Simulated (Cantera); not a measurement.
Input: 1 mol BN, 0.98 mol H2O, 60 mol N2, at 0.100 bar.

Equilibrium computed with Cantera from the NASA thermochemical tables; the gas is ideal and each condensed phase is pure. Candidate condensed phases: B, BN, B2O3, B3O3H3, H2O; 39 gas species. Mutual solubility and eutectic melting of coexisting phases are not modelled. Rates play no part.

What share of the B ends up in condensed phases as a function of T (K), at 1100, 1200, 1300, 1400, 1500, 1600, 1700, 1800, 1900, 2000?


```tsv
T (K)	B condensed (%)	as
1100	100.0	BN(s) + B2O3(l)
1200	99.9	BN(s) + B2O3(l)
1300	99.5	BN(s) + B2O3(l)
1400	98.2	BN(s) + B2O3(l)
1500	93.2	BN(s) + B2O3(l)
1600	71.3	BN(s) + B2O3(l)
1700	34.6	BN(s)
1800	29.4	BN(s)
1900	21.6	BN(s)
2000	12.6	BN(s)
```
